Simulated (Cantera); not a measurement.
Input: 1 mol SiH4, 2.9 mol CH4, 25 mol H2, 0.2 mol C3H8, held at 2398 K and 410 Pa.

Equilibrium computed with Cantera from the NASA thermochemical tables; the gas is ideal and each condensed phase is pure. Candidate condensed phases: C, C6H6, C7H8, C8H18, Si, SiC; 87 gas species. Gases not in the tables: Si2H6 and higher silanes. Rates play no part.

Base state: H2 0.755, H 0.214, Si 0.0205, C2H2 (acetylene) 0.00522, SiC2 0.00392, Si2C 0.000471, SiH 0.000355, C2H 8.46e-5 (mole fractions); condensed: C(graphite).

### Question
What changes in the equilibrium state with this change: H2 from 25 to 490 mol?

### Answer
```
species             before     after
----------------  --------  --------
H2                   0.755     0.778
H                    0.214     0.217
C2H2 (acetylene)   0.00522   0.00288
Si                  0.0205   0.00159
SiC2               0.00392  0.000162
Si2C              0.000471   2.06e-6
Si2                1.84e-5   1.10e-7
C(graphite), mol      2.76         0
```
